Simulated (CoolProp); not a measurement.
Nitrogen at 293.15 K and 0.109 MPa is throttled through a valve to 0.0669 MPa with no heat exchange. Each further row changes one setting.

Computed with CoolProp (reference Helmholtz-energy equation of state, Span 2000).

```json
[
 {"case": "as stated", "temperature change (K)": "-0.1", "final density (kg/m³)": "0.769"},
 {"case": "outlet pressure 0.0201 MPa", "temperature change (K)": "-0.2", "final density (kg/m³)": "0.231"},
 {"case": "outlet pressure 0.087 MPa", "temperature change (K)": "-0.0", "final density (kg/m³)": "1.00"}
]
```
